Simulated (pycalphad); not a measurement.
## Effect of Mg content in Al-Mg-Si

Computed with pycalphad from the COST 507 light-alloy database (1999), at 1 atm. The data set is of 1999 and partly superseded. Phase fractions are per mole of atoms. Kinetics are ignored, which matters at the lower temperatures.

```csv
alloy,liquidus (K),first solid,solidus (K),phases at 425 K
Al-0.3514Mg-0.2707Si (wt.%),___,fcc,___,___
Al-0.7031Mg-0.2708Si (wt.%),928,fcc,904,"fcc 0.99, MG2SI 0.01"
Al-1.055Mg-0.2709Si (wt.%),927,fcc,896,"fcc 0.99, MG2SI 0.01"
Al-1.407Mg-0.271Si (wt.%),925,fcc,888,"fcc 0.99, MG2SI 0.01"
```

### Question
Some entries are withheld; supply them.

### Answer

- Al-0.3514Mg-0.2707Si (wt.%), liquidus (K): 930
- Al-0.3514Mg-0.2707Si (wt.%), solidus (K): 911
- Al-0.3514Mg-0.2707Si (wt.%), phases at 425 K: fcc 0.99, MG2SI 0.01, diamond (Si) under 0.01

Database names, with the compositions (at.%) that they take in these runs: MG2SI: Mg 67 Si 33.
